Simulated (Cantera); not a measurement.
An adiabatic, constant-pressure homogeneous reactor starts with CO : H₂ : O₂ : N₂ = 1 : 0.23 : 1.5 : 16.5 (molar parts), equivalence ratio 0.41, at 1150 K and 1.20 bar.

Model: GRI-Mech 3.0 (53 species, 325 reactions), integrated in Cantera.

One state of this run: T (K) = 1177; x CO = 0.0498; x H₂ = 0.00742; x O₂ = 0.0742; x NO = 3.39e-8; x OH = 0.000548. x: mole fraction; the columns are a selection and need not sum to one.

Q: Which value of t (s) does it belong to?
A) 0.000237
B) 0.108
C) 0.000658
D) 3.08e-5

A: A, 0.000237
